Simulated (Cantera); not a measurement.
What does this Cantera script print?

```python
import numpy as np
import cantera as ct

gas_names = """
    H HNO HNO2 HNO3 HO2 H2 H2O H2O2 N NH NH2 NH3 NH2OH NO NO2 NO3 N2 N2H2 N2H4 N2O O OH O2 O3 Pb PbO Pb2
""".split()
cond_names = """
    H2O(s) H2O(L) Pb(cr) Pb(L) PbO(rd) PbO(yw) PbO(L) PbO2(s) Pb3O4(s)
""".split()


# ... load() reads the species with a 1 bar reference pressure and builds the phases ...
atoms = {
    'PbO': {'Pb': 1, 'O': 1},
    'H2': {'H': 2},
    'N2': {'N': 2},
}
top_T = {'Pb3O4(s)': 820}  # K; cautious upper limits of use, not melting points


# ... equilibrate(T, P, feed) seeds the gas with the atoms and calls Mixture.equilibrate('TP', solver="vcs", rtol=1e-11, max_steps=5000) ...
results = []
feed = {'PbO': 1, 'H2': 1.8, 'N2': 1.5}  # mol
P = 1333.22  # Pa
for T in [623, 773, 923, 1073, 1223, 1373, 1523, 1673]:
    mix = equilibrate(T, P, feed)
    results.append((T, P, feed, dict(zip(mix.species_names, mix.species_moles))))

top = {s: max(r[3][s] / sum(r[3][g] for g in gas_names) for r in results) for s in gas_names}
cols = sorted((s for s in top if top[s] > 0.001), key=lambda s: -top[s])[:7]
seen = [c for c in cond_names if any(r[3].get(c, 0) > 1e-12 for r in results)]
print("log10 of partial pressures in bar; condensed amounts in mol")
print(f"{'T/K':>10s}" + "".join(f"{s[:9]:>10s}" for s in cols + seen))
for T, P, feed, n in results:
    ng = sum(n[g] for g in gas_names)
    print(f"{T:10.4g}" + "".join(f"{np.log10(max(n[s] / ng * P / 1e5, 1e-99)):10.3f}" for s in cols)
          + "".join(f"{n.get(c, 0):10.4g}" for c in seen))
```

It prints:

```
log10 of partial pressures in bar; condensed amounts in mol
       T/K        N2       H2O        H2        Pb     Pb(L)
       623    -2.218    -2.394    -2.491   -10.683         1
       773    -2.218    -2.394    -2.491    -7.637         1
       923    -2.218    -2.394    -2.491    -5.596    0.9994
      1073    -2.220    -2.396    -2.493    -4.136    0.9818
      1223    -2.248    -2.424    -2.521    -3.042    0.7589
      1373    -2.332    -2.509    -2.605    -2.509         0
      1523    -2.332    -2.509    -2.605    -2.509         0
      1673    -2.333    -2.509    -2.605    -2.509         0
```

These are equilibrium values from Cantera (NASA tables, ideal gas, pure condensed phases), not measurements of a reactor.
